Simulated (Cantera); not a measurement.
Input: 1 mol Ti, a varied amount of H2O, 0.71 mol CO, at 1623.15 K and 0.000160 bar.

Equilibrium computed with Cantera from the NASA thermochemical tables; the gas is ideal and each condensed phase is pure. Candidate condensed phases: C, C6H6, C7H8, C8H18, H2O, Ti, TiC, TiO, TiO2, Ti2O3, Ti3O5, Ti4O7; 113 gas species. Mutual solubility and eutectic melting of coexisting phases are not modelled. TiC, TiO: taken at fixed stoichiometry. Condensed phases not in the tables: solid solutions among these carbides, nitrides and lower oxides. Equilibrium is a limit: real reactors are often held back by kinetics, nucleation or transport.

x: gas mole fraction; n: condensed amount in mol.

```tsv
n(H2O) (mol)	x CO	x H2	x H	x H2O	x CO2	n TiC(s)	n TiO(s)	n Ti2O3(s)	n Ti3O5(s)
0.1	0.721	0.276	0.00287	___	5.28e-6	0.450	0.550	0	0
0.13	0.678	0.319	0.00309	7.02e-6	4.81e-6	0.435	0.565	0	0
0.16	0.643	0.353	0.00325	7.58e-6	4.45e-6	0.420	0.580	0	0
0.2	0.607	0.390	0.00342	8.12e-6	4.08e-6	0.400	0.600	0	0
0.25	0.572	0.425	0.00357	8.59e-6	3.73e-6	0.375	0.625	0	0
0.32	0.535	0.461	0.00372	9.02e-6	3.38e-6	0.340	0.660	0	0
0.4	0.505	0.491	0.00383	9.33e-6	3.10e-6	0.300	0.700	0	0
0.51	0.476	0.520	0.00395	9.60e-6	2.83e-6	0.245	0.755	0	0
0.64	0.452	0.544	0.00404	9.78e-6	2.62e-6	0.180	0.820	0	0
0.8	0.432	0.564	0.00411	9.91e-6	2.45e-6	0.100	0.900	0	0
1	0.414	0.581	0.00417	1.00e-5	2.30e-6	0	1.000	0	0
1.3	0.352	0.643	0.00439	___	2.71e-6	0	0.400	0.300	0
1.6	0.307	0.688	0.00454	___	6.88e-5	0	0	0.204	0.197
```

Problem. Some entries are withheld; supply them.

Solution. 
- 0.1, x H2O: 6.27e-6
- 1.3, x H2O: 1.53e-5
- 1.6, x H2O: 0.000479
